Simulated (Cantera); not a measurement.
Charge: 1 mol AlN, 0.28 mol H2O, 0.66 mol H2, held at 1575 °C and 0.100 bar.

Equilibrium computed with Cantera from the NASA thermochemical tables; the gas is ideal and each condensed phase is pure. Candidate condensed phases: Al, AlN, Al2O3, H2O; 35 gas species. Mutual solubility and eutectic melting of coexisting phases are not modelled. The numbers say what is thermodynamically allowed, not how fast it happens.

Base state: H2 0.908, N2 0.0903, H 0.00160, Al 9.52e-5, Al2O 3.42e-5, H2O 1.87e-5, AlH 1.15e-5 (mole fractions); condensed: AlN(s) + Al2O3(s).

Q: What changes in the equilibrium state with this change: temperature from 1575 °C to 1750 °C?

A: 
| species | before | after |
|---|---|---|
| H2 | 0.908 | 0.895 |
| N2 | 0.0903 | 0.0929 |
| H | 0.00160 | 0.00569 |
| Al | 9.52e-5 | 0.00328 |
| Al2O | 3.42e-5 | 0.00305 |
| AlH | 1.15e-5 | 0.000261 |
| AlOH | 3.29e-6 | 4.24e-5 |
| AlN(s), mol | 0.813 | 0.805 |
| Al2O3(s), mol | 0.0933 | 0.0922 |
The tables' values for AlOH are old estimates; treat these amounts as uncertain. Condensed phases not in the tables: aluminium oxynitride.

Q: What changes in the equilibrium state with this change: temperature from 1575 °C to 900 °C?

A: 
| species | before | after |
|---|---|---|
| H2 | 0.908 | 0.910 |
| N2 | 0.0903 | 0.0903 |
| H2O | 1.87e-5 | 5.65e-7 |
| H | 0.00160 | 3.56e-7 |
| Al | 9.52e-5 | <1e-9 |
| Al2O | 3.42e-5 | <1e-9 |
| AlH | 1.15e-5 | <1e-9 |
| AlN(s), mol | 0.813 | 0.813 |
| Al2O3(s), mol | 0.0933 | 0.0933 |

Q: What changes in the equilibrium state with this change: pressure from 0.100 bar to 1.00 bar?

A: 
| species | before | after |
|---|---|---|
| H2 | 0.908 | 0.909 |
| N2 | 0.0903 | 0.0903 |
| H | 0.00160 | 0.000506 |
| Al | 9.52e-5 | 3.01e-6 |
| Al2O | 3.42e-5 | 7.36e-7 |
| AlH | 1.15e-5 | 1.15e-6 |
| AlN(s), mol | 0.813 | 0.813 |
| Al2O3(s), mol | 0.0933 | 0.0933 |
